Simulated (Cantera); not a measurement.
# Si2H6 + Cl2 + H2 (silicon epitaxy and polysilicon growth)

A closed system holds: 1 mol Si2H6, 0.25 mol Cl2, 160 mol H2, at 10.0 mbar.

Cantera equilibrium calculation (NASA polynomials, part measured and part estimated; ideal gas, pure solids and liquids). Candidate condensed phases: Si; 19 gas species. The feed counts by its element totals alone. Gases not in the tables: Si2H6 and higher silanes. Rates play no part.

| T (K) | log p H2 | log p HCl | log p H | log p Si | log p SiCl2 | log p SiH2 | n Si(s) | n Si(l) |
|---|---|---|---|---|---|---|---|---|
| 1300 | -2.00 | -4.52 | -6.96 | -10.36 | -6.61 | -9.12 | 2.00 | 0 |
| 1350 | -2.00 | -4.52 | -6.62 | -9.70 | -6.59 | -8.76 | 2.00 | 0 |
| 1400 | -2.00 | -4.52 | -6.31 | -9.08 | -6.57 | -8.43 | 2.00 | 0 |
| 1450 | -2.00 | -4.52 | -6.02 | -8.51 | -6.55 | -8.12 | 2.00 | 0 |
| 1500 | -2.00 | -4.52 | -5.76 | -7.98 | -6.54 | -7.83 | 1.99 | 0 |
| 1550 | -2.00 | -4.52 | -5.50 | -7.48 | -6.52 | -7.56 | 1.99 | 0 |
| 1600 | -2.00 | -4.52 | -5.27 | -7.01 | -6.51 | -7.30 | 1.99 | 0 |
| 1650 | -2.00 | -4.52 | -5.04 | -6.57 | -6.50 | -7.06 | 1.99 | 0 |
| 1700 | -2.00 | -4.52 | -4.83 | -6.17 | -6.49 | -6.85 | 0 | 1.98 |
| 1750 | -2.00 | -4.52 | -4.63 | -5.82 | -6.53 | -6.68 | 0 | 1.96 |
log p: log10 of the partial pressure in bar; n: condensed amount in mol.

From 1300 K to 1650 K the condensed part is Si(s). From 1700 K to 1750 K the condensed part is Si(l). The main Si-bearing gas is SiCl2 at 1300 K and Si at 1750 K.
